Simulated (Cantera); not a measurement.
Feed: 1 mol Si3H8, 3.4 mol HCl, 170 mol N2, equilibrated at 75.0 Torr.

Equilibrium computed with Cantera from the NASA thermochemical tables; the gas is ideal and each condensed phase is pure. Candidate condensed phases: NH4Cl, Si, Si3N4; 28 gas species. The feed counts by its element totals alone. N2 is the only nitrogen source here; it is nearly inert below about 1500 K, so the nitride shown seldom forms there in practice. Kinetics and transport are ignored.

Over these rows the condensed part is Si3N4(s). Partial pressures as log10 of bar:

| T (K) | 1000/T (1/K) | log p SiCl2 | log p N2 | log p H2 | log p HCl |
|---|---|---|---|---|---|
| 1125 | 0.8889 | -7.53 | -1.02 | -2.64 | -2.71 |
| 1175 | 0.8511 | ? | -1.02 | -2.64 | -2.71 |
| 1225 | 0.8163 | -6.53 | -1.02 | -2.64 | -2.71 |
| 1275 | 0.7843 | -6.09 | -1.02 | -2.64 | -2.71 |
| 1325 | 0.7547 | -5.69 | -1.02 | -2.64 | -2.72 |
| 1375 | 0.7273 | -5.32 | -1.02 | -2.64 | -2.72 |

**Question.** Fit log p(SiCl2) = a + b·(1000/T) to the five rows, give the apparent enthalpy, and predict the row at 1175 K.

**Answer.** Means: 1000/T = 0.7943, log p = -6.232. Sxy = -0.213334, Sxx = 0.0155903, so b = -13.68 and a = -6.232 − (-13.68)×0.7943 = 4.63.
Apparent enthalpy: −19.145 × (-13.68) = 262 kJ/mol. With the condensed phases at unit activity, 1/3 Si3N4(s) + 2 HCl(g) = SiCl2(g) + 2/3 N2(g) + H2(g) links this pressure to the main gases: over the six rows their terms move log p by -0.02 in all, so the slope is close to that reaction's ΔH°. The five rows lie within 0.01 of the line.
Prediction at 1175 K: 4.63 + (-13.68)×0.8511 = -7.01. The computed value is -7.01, 0.00 from the line.
